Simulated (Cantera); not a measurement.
Charge: 1 mol SiH4, 0.89 mol N2, 0.88 mol H2, equilibrated at 0.120 Torr.

Method: chemical equilibrium by Gibbs-energy minimisation in Cantera with the NASA 1993 tables (ideal gas, pure condensed phases). Candidate condensed phases: Si, Si3N4; 18 gas species. N2 is the only nitrogen source here; it is nearly inert below about 1500 K, so the nitride shown seldom forms there in practice. Mutual solubility and eutectic melting of coexisting phases are not modelled. Rates play no part.

### Question
Which condensed phases are stable at each of these points (T (K)): 1100, 1150, 1200, 1250, 1300, 1350, 1400, 1450, 1500, 1550?

### Answer
| T (K) | condensed phases | Si condensed (%) |
|---|---|---|
| 1100 | Si3N4(s) | 100.0 |
| 1150 | Si3N4(s) | 100.0 |
| 1200 | Si3N4(s) | 100.0 |
| 1250 | Si3N4(s) | 100.0 |
| 1300 | Si3N4(s) | 100.0 |
| 1350 | Si3N4(s) | 100.0 |
| 1400 | Si3N4(s) | 100.0 |
| 1450 | Si(s) + Si3N4(s) | 100.0 |
| 1500 | Si(s) | 100.0 |
| 1550 | Si(s) | 99.9 |

From 1100 K to 1400 K the condensed part is Si3N4(s). At 1450 K the condensed part is Si(s) + Si3N4(s). From 1500 K to 1550 K the condensed part is Si(s).
